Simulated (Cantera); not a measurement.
Thermodynamics of silicon carbide growth, feed SiH2Cl2 + C3H8 + H2

A closed system holds: 1 mol SiH2Cl2, 0.17 mol C3H8, a varied amount of H2, held at 1348.15 K and 13.3 mbar.

Cantera equilibrium calculation (NASA polynomials, part measured and part estimated; ideal gas, pure solids and liquids). Candidate condensed phases: C, C6H6, C7H8, C8H18, Si, SiC; 109 gas species. Mutual solubility and eutectic melting of coexisting phases are not modelled. The tables' values for SiCl3 are old estimates; treat these amounts as uncertain. Rates play no part.

```
n(H2) (mol)   x H2    x HCl   x SiCl2  x SiCl3      x H  x SiHCl3   x SiCl4  n Si(s)  n SiC(s)
-----------  -----  -------  --------  -------  -------  --------  --------  -------  --------
51           0.966   0.0312   0.00284  7.73e-5  1.97e-5   1.86e-5   1.06e-5    0.332     0.510
67           0.973   0.0249   0.00179  3.89e-5  1.98e-5   9.38e-6   4.23e-6    0.361     0.510
88           0.979   0.0197   0.00112  1.91e-5  1.99e-5   4.62e-6   1.64e-6    0.386     0.510
120          0.984   0.0150  0.000640  8.29e-6  1.99e-5   2.01e-6   5.39e-7    0.410     0.510
150          0.987   0.0122  0.000425  4.49e-6  2.00e-5   1.09e-6   2.38e-7    0.424     0.510
200          0.990  0.00936  0.000248  2.00e-6  2.00e-5   4.87e-7   8.11e-8    0.439     0.510
270          0.993  0.00705  0.000140  8.52e-7  2.00e-5   2.07e-7   2.59e-8    0.451     0.510
350          0.994  0.00550   8.53e-5  4.03e-7  2.00e-5   9.83e-8   9.57e-9    0.460     0.510
460          0.996  0.00422   5.02e-5  1.82e-7  2.00e-5   4.44e-8   3.31e-9    0.467     0.510
610          0.997  0.00321   2.89e-5  7.97e-8  2.00e-5   1.94e-8   1.10e-9    0.472     0.510
810          0.998  0.00243   1.66e-5  3.45e-8  2.01e-5   8.43e-9  3.61e-10    0.477     0.510
1100         0.998  0.00180   9.06e-6  1.40e-8  2.01e-5   3.41e-9  1.08e-10    0.480     0.510
```
x: gas mole fraction; n: condensed amount in mol.

From 51 mol H2 to 1100 mol H2 the condensed part is Si(s) + SiC(s). The main Si-bearing gas is SiCl2 throughout. The share of Si in condensed phases is highest at 1100 mol H2 (99.0 %) and lowest at 51 mol H2 (84.2 %).
